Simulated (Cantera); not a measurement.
Feed: 1 mol SiH₂Cl₂, 0.17 mol CH₄, 630 mol H₂, held at 1977 °C and 4600 Pa.

Method: chemical equilibrium by Gibbs-energy minimisation in Cantera with the NASA 1993 tables (ideal gas, pure condensed phases). Candidate condensed phases: C, C₆H₆, C₇H₈, C₈H₁₈, Si, SiC; 109 gas species. Gases not in the tables: Si₂H₆ and higher silanes. Equilibrium is a limit: real reactors are often held back by kinetics, nucleation or transport.

Base state: H₂ 0.961, H 0.0340, HCl 0.00301, Si 0.00135, C₂H₂ (acetylene) 0.000117, SiH 0.000114, Cl 7.71e-5, SiH₂ 3.77e-5 (mole fractions); condensed: gas only.

### Question
What changes in the equilibrium state with this change: pressure from 4600 Pa to 170 Pa?

### Answer
| species | before | after |
|---|---|---|
| H₂ | 0.961 | 0.831 |
| H | 0.0340 | 0.164 |
| HCl | 0.00301 | 0.00253 |
| Si | 0.00135 | 0.00142 |
| SiH₂ | 3.77e-5 | 1.27e-6 |
| Si₂C | 1.50e-5 | 6.51e-7 |
| SiH | 0.000114 | 2.14e-5 |
| Cl | 7.71e-5 | 0.000362 |
| C₂H₂ (acetylene) | 0.000117 | 0.000115 |
